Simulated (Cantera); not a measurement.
A closed system holds: 1 mol Fe, 0.022 mol Cl2, 1.6 mol O2, held at 775 K and 750 Torr.

These are equilibrium values from Cantera (NASA tables, ideal gas, pure condensed phases), not measurements of a reactor. Candidate condensed phases: Fe, FeCl2, FeCl3, FeO, Fe2O3, Fe3O4; 13 gas species. Condensed phases not in the tables: FeOCl. Rates play no part.

Question: What is the equilibrium state?

Answer: 
```json
{
 "x(O2)": "0.975",
 "x(Cl2)": "0.0252",
 "n(Fe2O3(s))": "0.500 mol",
 "gas_amount": "0.8720 mol",
 "log10 activity of FeCl2(s) (absent)": "-5.99",
 "log10 activity of Fe(α) (absent)": "-20.80"
}
```
